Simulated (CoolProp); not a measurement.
Values from CoolProp's reference Helmholtz-energy equation of state, Lemmon 2006. It is a short technical equation, of lower accuracy than the large ones.

Task: For R142b, give the phase and the Joule-Thomson coefficient (K/MPa), isothermal compressibility (1/MPa), fugacity coefficient at -12.35 °C and 18 MPa.

Result: 
- -12.35 °C and 18 MPa: liquid; Joule-Thomson coefficient -0.403, isothermal compressibility 0.00140, fugacity coefficient 0.00939
